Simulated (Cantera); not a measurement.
A Cantera script and its output.

```python
import numpy as np
import cantera as ct

gas = ct.Solution("SiF4_NH3_mec.yaml", "gas")
gas.TPX = 2323, 3600, {'NH3': 2.1, 'N2': 11}
inlet = ct.Reservoir(gas, clone=True)

reactor = ct.IdealGasConstPressureReactor(gas, energy="off", clone=False)
exhaust = ct.Reservoir(gas, clone=True)
tau = [0.51, 0.24, 0.11, 0.054, 0.026, 0.012, 0.0057, 0.0027, 0.0013, 0.00061, 0.00029][0]
for a, b in ((inlet, reactor), (reactor, exhaust)):
    ct.MassFlowController(a, b, mdot=lambda t: reactor.mass / tau)
net = ct.ReactorNet([reactor])
show = ['NH3', 'NH2', 'H', 'N2', 'H2']

rows = []
print(f"{'tau/s':>10s}{'T/K':>9s}" + "".join(f"{s:>11s}" for s in show))
for tau in [0.51, 0.24, 0.11, 0.054, 0.026, 0.012, 0.0057, 0.0027, 0.0013, 0.00061, 0.00029]:
    net.initial_time = 0.0
    net.advance(30 * tau)
    before = gas.X
    net.advance(40 * tau)
    drift = np.max(np.abs(gas.X - before) / (gas.X + 1e-9))
    rows.append([gas.T, *gas[show].X, drift])
    print(f"{tau:10.3e}{gas.T:9.1f}" + "".join(f"{x:11.3e}" for x in gas[show].X))
```

It prints:

```
     tau/s      T/K        NH3        NH2          H         N2         H2
 5.100e-01   2323.0  1.211e-02  2.545e-04  1.267e-03  7.958e-01  1.906e-01
 2.400e-01   2323.0  2.371e-02  4.103e-04  9.634e-04  7.992e-01  1.756e-01
 1.100e-01   2323.0  4.328e-02  6.377e-04  7.056e-04  8.050e-01  1.503e-01
 5.400e-02   2323.0  6.794e-02  9.012e-04  5.040e-04  8.123e-01  1.183e-01
 2.600e-02   2323.0  9.630e-02  1.207e-03  3.332e-04  8.206e-01  8.141e-02
 1.200e-02   2323.0  1.227e-01  1.539e-03  1.992e-04  8.284e-01  4.707e-02
 5.700e-03   2323.0  1.403e-01  1.822e-03  1.124e-04  8.336e-01  2.407e-02
 2.700e-03   2323.0  1.507e-01  1.963e-03  5.706e-05  8.366e-01  1.063e-02
 1.300e-03   2323.0  1.559e-01  1.793e-03  2.577e-05  8.382e-01  4.032e-03
 6.100e-04   2323.0  1.585e-01  1.256e-03  1.100e-05  8.390e-01  1.247e-03
 2.900e-04   2323.0  1.595e-01  6.857e-04  6.493e-06  8.394e-01  4.185e-04
```

Cantera simulation using the gas-phase N/H chemistry of the illustrative SiF4/NH3 mechanism in the Surface Chemkin manual (1991); the numbers are that mechanism's predictions, not measurements. Walls and surfaces, which speed up NH3 decomposition in real reactors, are not modelled.
